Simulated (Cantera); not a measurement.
**Transport properties of process gases**

Gas mixture: H2 = 0.55 (molar parts), at 285 Torr, frozen composition.

Cantera's kinetic-theory transport with the Lennard-Jones parameters of GRI-Mech 3.0, ideal gas; thermal conductivity in the mixture-averaged form.

| T (K) | ρ (kg/m³) | cp (J/kg/K) | μ (µPa s) | λ (mW/m/K) | Pr | D (cm²/s) NO | D (cm²/s) NH3 | D (cm²/s) O |
|---|---|---|---|---|---|---|---|---|
| 400 | 0.0230 | 14520 | 10.9 | 229 | 0.689 | 3.38 | 3.60 | 4.70 |
| 650 | 0.0142 | 14520 | 14.9 | 315 | 0.687 | 7.61 | 8.41 | 10.6 |
| 900 | 0.0102 | 14870 | 18.4 | 396 | 0.691 | 13.1 | 14.6 | 18.2 |
| 1150 | 0.00801 | 15270 | 21.5 | 477 | 0.689 | 19.6 | 22.1 | 27.2 |
| 1400 | 0.00658 | 15800 | 24.4 | 559 | 0.690 | 27.2 | 30.7 | 37.7 |
| 1650 | 0.00558 | 16320 | 27.2 | 641 | 0.692 | 35.7 | 40.4 | 49.5 |
| 1900 | 0.00485 | 16810 | 29.8 | 722 | 0.693 | 45.1 | 51.1 | 62.5 |
| 2150 | 0.00429 | 17250 | 32.2 | 802 | 0.694 | 55.3 | 62.7 | 76.7 |
D: mixture-averaged diffusion coefficient of that species in the mixture.
